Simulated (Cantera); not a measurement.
Charge: 1 mol B, a varied amount of Cl2, 0.27 mol HCl, equilibrated at 1352 °C and 3900 Torr.

Cantera equilibrium calculation (NASA polynomials, part measured and part estimated; ideal gas, pure solids and liquids). Candidate condensed phases: B; 13 gas species. Gases not in the tables: BHCl2. Rates play no part.

Problem. Which condensed phases are stable at each of these points (n(Cl2) (mol)): 0.24, 0.41, 0.57, 0.74, 0.91, 1.1, 1.2, 1.4, 1.6, 1.8, 1.9?

Solution. 
```tsv
n(Cl2) (mol)	condensed phases	B condensed (%)
0.24	B(s)	78.2
0.41	B(s)	67.3
0.57	B(s)	57.0
0.74	B(s)	45.9
0.91	B(s)	34.8
1.1	B(s)	22.4
1.2	B(s)	15.8
1.4	B(s)	2.7
1.6	gas only	0.0
1.8	gas only	0.0
1.9	gas only	0.0
```

From 0.24 mol Cl2 to 1.4 mol Cl2 the condensed part is B(s). From 1.6 mol Cl2 to 1.9 mol Cl2 nothing is condensed.
